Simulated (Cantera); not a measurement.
Charge: 1 mol SiH2Cl2, 2.6 mol O3, 39 mol H2, at 0.100 bar.

Cantera equilibrium calculation (NASA polynomials, part measured and part estimated; ideal gas, pure solids and liquids). Candidate condensed phases: H2O, Si, SiO2; 30 gas species. The tables hold silica as quartz up to 1696 K and as liquid above; real silica turns to tridymite and cristobalite and melts near 1996 K. Gases not in the tables: Si(OH)4. Kinetics and transport are ignored. All values below are at 1825 K.

Base state: H2 0.808, H2O 0.142, HCl 0.0487, H 0.00125, SiO 0.000203, Cl 5.75e-5, OH 1.53e-5 (mole fractions); condensed: SiO2(condensed).

What changes in the equilibrium state with this change: O3 from 2.6 to 1.1 mol?


```csv
species,before,after
H2,0.808,0.916
HCl,0.0487,0.0486
H2O,0.142,0.0326
SiO,0.000203,0.000996
OH,1.53e-5,3.32e-6
Cl,5.75e-5,5.40e-5
"SiO2(condensed), mol",0.992,0.959
```
